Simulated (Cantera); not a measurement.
An isothermal, constant-pressure homogeneous reactor starts with CH4 : N2 = 1 : 28 (molar parts), at 1225 K and 20.0 Torr. Integrator tolerance rtol = 1e-08.

Computed with Cantera and GRI-Mech 3.0 (53 species, 325 reactions). GRI-Mech 3.0 stops at C3 and has no aromatics, soot or wall deposition, so with more carbon than oxygen in the feed, carbon stays in small species such as C2H2 where larger ones or solid carbon would form. Radical loss at walls, strong at low pressure, is not modelled.

### Question
What does this change do: pressure from 20.0 Torr to 1.01 bar?

### Answer
```tsv
quantity	before	after
x(CH4) at 80.0 s	0.0343 (gas-phase equilibrium 0.000624)	0.0328 (gas-phase equilibrium 0.0102)
x(CH2) at 80.0 s	1.42e-11 (gas-phase equilibrium <1e-12)	<1e-12 (gas-phase equilibrium <1e-12)
x(CH3) at 80.0 s	4.23e-6 (gas-phase equilibrium 1.04e-7)	1.03e-6 (gas-phase equilibrium 3.29e-7)
x(HCN) at 80.0 s	<1e-12 (gas-phase equilibrium 0.0237)	<1e-12 (gas-phase equilibrium 0.0174)
x(C2H4) at 80.0 s	3.86e-5 (gas-phase equilibrium 4.81e-5)	0.000104 (gas-phase equilibrium 0.000683)
x(C2H2) at 80.0 s	1.52e-5 (gas-phase equilibrium 0.00449)	0.000712 (gas-phase equilibrium 0.00238)
```

### Question
What does this change do: temperature 1225 to 1625 K?

### Answer
| quantity | before | after |
|---|---|---|
| x(CH4) at 80.0 s | 0.0343 (gas-phase equilibrium 0.000624) | 3.53e-5 (gas-phase equilibrium 3.84e-6) |
| x(CH2) at 80.0 s | 1.42e-11 (gas-phase equilibrium <1e-12) | 2.59e-9 (gas-phase equilibrium 2.83e-10) |
| x(CH3) at 80.0 s | 4.23e-6 (gas-phase equilibrium 1.04e-7) | 1.39e-6 (gas-phase equilibrium 1.52e-7) |
| x(HCN) at 80.0 s | <1e-12 (gas-phase equilibrium 0.0237) | 1.08e-5 (gas-phase equilibrium 0.0277) |
| x(C2H4) at 80.0 s | 3.86e-5 (gas-phase equilibrium 4.81e-5) | 1.97e-6 (gas-phase equilibrium 3.31e-7) |
| x(C2H2) at 80.0 s | 1.52e-5 (gas-phase equilibrium 0.00449) | 0.0166 (gas-phase equilibrium 0.00279) |
